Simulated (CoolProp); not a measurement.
Vapour pressure (kPa) of toluene: the reference equation beside estimates from Tc = 318.6 °C, pc = 4126 kPa, ω = 0.266.

The numbers come from the reference Helmholtz-energy equation of state, Lemmon 2006 in CoolProp. It is a short technical equation, of lower accuracy than the large ones.

```tsv
T (°C)	reference	Lee-Kesler	van der Waals	Redlich-Kwong	Soave-Redlich-Kwong
109.15	97.23	95.96	542.3	176.4	96.19
129.15	166.9	166.2	711.5	280.6	166.2
149.05	269.5	270.2	911.0	423.0	270.0
169.05	415.4	418.4	1145	611.9	418.6
188.95	613.4	619.4	1413	852.4	621.2
208.95	876.6	885.8	1720	1154	891.3
228.95	1216	1228	2065	1520	1240
248.85	1644	1658	2449	1957	1679
268.85	2180	2195	2876	2473	2224
```

Absolute difference from the reference over all 9 rows, mean and median: Lee-Kesler 0.8 and 0.9 %, van der Waals 175.0 and 130.4 %, Redlich-Kwong 42.4 and 39.0 %, Soave-Redlich-Kwong 1.3 and 1.3 %.
